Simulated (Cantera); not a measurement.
Input: 1 mol Pb, 8 mol H2, 4.7 mol N2, at 10.0 Torr.

Method: chemical equilibrium by Gibbs-energy minimisation in Cantera with the NASA 1993 tables (ideal gas, pure condensed phases). Candidate condensed phases: Pb; 11 gas species. Kinetics and transport are ignored.

**Question.** At 1123 K, list the 3 most abundant gas species with their mole fractions, and the condensed phases.

**Answer.** H2 0.621, N2 0.365, Pb 0.0137. Condensed: Pb(l).
